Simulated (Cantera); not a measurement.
Charge: 1 mol CH3SiH3, 5 mol H2, equilibrated at 2202 °C and 750 Torr.

Equilibrium computed with Cantera from the NASA thermochemical tables; the gas is ideal and each condensed phase is pure. Candidate condensed phases: C, C6H6, C7H8, C8H18, Si, SiC; 87 gas species. The feed counts by its element totals alone. Gases not in the tables: Si2H6 and higher silanes. Equilibrium is a limit: real reactors are often held back by kinetics, nucleation or transport.

Problem. What is the equilibrium state?

Solution. 
```json
{
 "x(H2)": "0.972",
 "x(H)": "0.0222",
 "x(Si)": "0.00211",
 "x(C2H2 (acetylene))": "0.00167",
 "x(SiH)": "0.000572",
 "x(SiH2)": "0.000488",
 "x(Si2C)": "0.000283",
 "x(SiC2)": "8.98e-5",
 "x(CH4)": "6.20e-5",
 "n(SiC(s))": "0.968 mol",
 "gas_amount": "8.112 mol",
 "log10 activity of Si(l) (absent)": "-0.27",
 "log10 activity of C(graphite) (absent)": "-0.38"
}
```
